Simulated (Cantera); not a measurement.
A perfectly stirred reactor is fed with N2O : H2 : N2 = 1 : 0.035 : 9.2 (molar parts), at 31.5 Torr; it is held at 1300 K, and followed from long to short residence time.

Model: GRI-Mech 3.0 (53 species, 325 reactions), integrated in Cantera. GRI-Mech 3.0 was tuned for natural gas; its chemistry of N2O as a main component is partial and can be far from experiment. Radical loss at walls, strong at low pressure, is not modelled. The mechanism lacks the step 2 NO + O2 → 2 NO2, which can matter for NO2 below about 1400 K. The temperature is held fixed by assumption; the heat of reaction is taken as removed at once.

Question: What does this change do: pressure from 31.5 Torr to 173 Torr?

Answer: 
```csv
quantity,before,after
x(N2O) at τ = 1.50 s,0.0763,0.0424
x(H2) at τ = 1.50 s,8.33e-5,1.86e-5
x(NO) at τ = 1.50 s,0.00230,0.00635
x(H2O) at τ = 1.50 s,0.00330,0.00331
x(H2O2) at τ = 1.50 s,4.63e-10,1.41e-9
x(N2O) at τ = 59.0 ms,0.0945,0.0901
x(H2) at τ = 59.0 ms,0.00103,0.000298
x(NO) at τ = 59.0 ms,0.000137,0.000575
x(H2O) at τ = 59.0 ms,0.00237,0.00310
x(H2O2) at τ = 59.0 ms,2.98e-9,3.86e-9
```

Question: What does this change do: 0.65 parts H2O added?

Answer: 
| quantity | before | after |
|---|---|---|
| x(N2O) at τ = 1.50 s | 0.0763 | 0.0680 |
| x(H2) at τ = 1.50 s | 8.33e-5 | 3.09e-5 |
| x(NO) at τ = 1.50 s | 0.00230 | 0.00198 |
| x(H2O) at τ = 1.50 s | 0.00330 | 0.0622 |
| x(H2O2) at τ = 1.50 s | 4.63e-10 | 4.79e-9 |
| x(N2O) at τ = 59.0 ms | 0.0945 | 0.0883 |
| x(H2) at τ = 59.0 ms | 0.00103 | 0.000677 |
| x(NO) at τ = 59.0 ms | 0.000137 | 0.000194 |
| x(H2O) at τ = 59.0 ms | 0.00237 | 0.0622 |
| x(H2O2) at τ = 59.0 ms | 2.98e-9 | 6.80e-9 |
